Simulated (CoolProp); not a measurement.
A Linde-Hampson liquefier for normal hydrogen: isothermal reversible compression at 280 K from 1 atm to 25 MPa, throttling to 1 atm, return gas leaving the recuperator 0 K below the feed. Each further row changes one setting.

Model: reference Helmholtz-energy equation of state, Leachman 2009, in CoolProp.

```json
[
 {"case": "as stated", "compression work (kJ/kg of gas)": "6540"},
 {"case": "high pressure 50 MPa", "compression work (kJ/kg of gas)": "7540"},
 {"case": "warm-end temperature 310 K", "compression work (kJ/kg of gas)": "7230"},
 {"case": "warm-end gap 5 K", "compression work (kJ/kg of gas)": "6540"}
]
```
